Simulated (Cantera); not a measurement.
Feed: 1 mol CH3F, a varied amount of F2, at 952 °C and 2.03 Torr.

Cantera equilibrium calculation (NASA polynomials, part measured and part estimated; ideal gas, pure solids and liquids). Candidate condensed phases: C, C6H6, C7H8, C8H18; 95 gas species. Gases not in the tables: C2F6 and larger saturated fluorocarbons. Rates play no part.

x: gas mole fraction; n: condensed amount in mol.

```csv
n(F2) (mol),x HF,x H2,x CF4,x CH4,x H,n C(graphite)
0.097,0.569,0.431,<1e-12,6.57e-6,3.94e-6,1.000
0.13,0.592,0.408,<1e-12,5.91e-6,3.83e-6,1.000
0.17,0.618,0.382,<1e-12,5.19e-6,3.71e-6,1.000
0.22,0.649,0.351,<1e-12,4.38e-6,3.56e-6,1.000
0.28,0.684,0.316,<1e-12,3.54e-6,3.37e-6,1.000
0.37,0.734,0.266,<1e-12,2.51e-6,3.09e-6,1.000
0.48,0.790,[?],<1e-12,[?],[?],1.000
0.63,0.859,0.141,<1e-12,7.02e-7,2.25e-6,1.000
0.83,0.940,0.0601,<1e-12,1.28e-7,1.47e-6,1.00
1.1,0.984,5.10e-9,0.0164,<1e-12,4.28e-10,0.950
1.4,0.937,[?],[?],<1e-12,[?],[?]
1.8,0.882,1.53e-9,0.118,<1e-12,2.35e-10,0.600
```

**Question.** Fill in the missing entries.

**Answer.** 
- 0.48, x H2: 0.210
- 0.48, x CH4: 1.56e-6
- 0.48, x H: 2.75e-6
- 1.4, x H2: 2.37e-9
- 1.4, x CF4: 0.0625
- 1.4, x H: 2.92e-10
- 1.4, n C(graphite): 0.800
